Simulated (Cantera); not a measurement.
Gas activation for diamond growth

An isothermal, constant-pressure homogeneous reactor starts with CH4 : H2 : CO2 = 0.028 : 1 : 0.057 (molar parts), at 2425 K and 218 Torr.

Computed with Cantera and GRI-Mech 3.0 (53 species, 325 reactions).

| t (s) | x CH4 | x H2 | x CO2 | x CH2 | x CO |
|---|---|---|---|---|---|
| 0.000200 | 0.00644 | 0.864 | 0.00237 | 8.03e-5 | 0.0506 |
| 0.000493 | 0.00210 | 0.865 | 0.000477 | 3.94e-5 | 0.0549 |
| 0.00121 | 0.00104 | 0.867 | 0.000453 | 2.43e-5 | 0.0598 |
| 0.00299 | 0.000556 | 0.870 | 0.000404 | 1.49e-5 | 0.0668 |
| 0.00737 | 0.000131 | 0.872 | 0.000354 | 4.08e-6 | 0.0721 |
| 0.0182 | 5.49e-7 | 0.871 | 0.000344 | 1.96e-8 | 0.0730 |
| 0.0447 | 7.16e-10 | 0.871 | 0.000344 | 2.66e-11 | 0.0730 |
| 0.110 | 7.16e-10 | 0.871 | 0.000344 | 2.66e-11 | 0.0730 |
| 0.271 | 7.16e-10 | 0.871 | 0.000344 | 2.66e-11 | 0.0730 |
| 0.669 | 7.16e-10 | 0.871 | 0.000344 | 2.66e-11 | 0.0730 |
| 1.65 | 7.16e-10 | 0.871 | 0.000344 | 2.66e-11 | 0.0730 |
| 4.06 | 7.16e-10 | 0.871 | 0.000344 | 2.66e-11 | 0.0730 |
| 10.0 | 7.16e-10 | 0.871 | 0.000344 | 2.66e-11 | 0.0730 |
x: mole fraction; the columns are a selection and need not sum to one.

Equilibrium at this temperature and pressure: CH4 8.16e-10, H2 0.871, CO2 0.000344, CH2 3.02e-11, CO 0.0730 (gas phase only).
